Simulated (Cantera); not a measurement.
**Low-pressure radical oxidation in H2/O2**

An isothermal, constant-pressure homogeneous reactor starts with H2 : O2 = 0.017 : 1 (molar parts), equivalence ratio 0.0085, at 1150 K and 150 Pa.

Model: the H2/O2 subset of GRI-Mech 3.0, which has no nitrogen chemistry, integrated in Cantera. Radical loss at walls, strong at low pressure, is not modelled.

| t (s) | x H2 | x O2 | x H2O | x H2O2 | x H | x O |
|---|---|---|---|---|---|---|
| 8.00e-6 | 0.0167 | 0.983 | <1e-12 | <1e-12 | 5.02e-12 | <1e-12 |
| 2.56e-5 | 0.0167 | 0.983 | <1e-12 | <1e-12 | 1.58e-11 | <1e-12 |
| 8.21e-5 | 0.0167 | 0.983 | <1e-12 | <1e-12 | 4.78e-11 | 4.21e-12 |
| 0.000263 | 0.0167 | 0.983 | 1.83e-12 | <1e-12 | 1.30e-10 | 3.83e-11 |
| 0.000843 | 0.0167 | 0.983 | 4.51e-11 | <1e-12 | 2.88e-10 | 2.91e-10 |
| 0.00270 | 0.0167 | 0.983 | 8.65e-10 | <1e-12 | 6.73e-10 | 1.90e-9 |
| 0.00865 | 0.0167 | 0.983 | 2.03e-8 | 2.27e-12 | 4.49e-9 | 2.13e-8 |
| 0.0277 | 0.0167 | 0.983 | 6.65e-6 | 2.37e-11 | 1.09e-6 | 5.58e-6 |
| 0.0888 | 0.000274 | 0.969 | 0.0149 | 5.97e-9 | 0.00165 | 0.0131 |
| 0.285 | 0.000112 | 0.969 | 0.0154 | 3.61e-9 | 0.00129 | 0.0135 |
| 0.912 | 0.000102 | 0.970 | 0.0155 | 3.62e-9 | 0.00112 | 0.0122 |
| 2.92 | 7.85e-5 | 0.973 | 0.0159 | 3.64e-9 | 0.000740 | 0.00923 |
| 9.36 | 3.87e-5 | 0.978 | 0.0163 | 3.51e-9 | 0.000250 | 0.00445 |
| 30.0 | 9.58e-6 | 0.982 | 0.0167 | 2.77e-9 | 3.03e-5 | 0.00108 |
x: mole fraction; the columns are a selection and need not sum to one.

Equilibrium at this temperature and pressure: H2 1.90e-9, O2 0.983, H2O 0.0169, H2O2 9.72e-12, H 8.45e-11, O 2.14e-7 (gas phase only).
